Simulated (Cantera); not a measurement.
Input: 1 mol C₂F₆, 0.69 mol H₂, equilibrated at 1330 Pa.

These are equilibrium values from Cantera (NASA tables, ideal gas, pure condensed phases), not measurements of a reactor. Candidate condensed phases: C, C₆H₆, C₇H₈, C₈H₁₈; 95 gas species. The feed counts by its element totals alone. Gases not in the tables: C₂F₆ and larger saturated fluorocarbons. Equilibrium is a limit: real reactors are often held back by kinetics, nucleation or transport.

Task: At 1648 K, list the 4 most abundant gas species with their mole fractions, and the condensed phases.

Result: HF 0.544, CF₄ 0.454, CF₂ 0.00186, F 0.000403. Condensed: C(graphite).
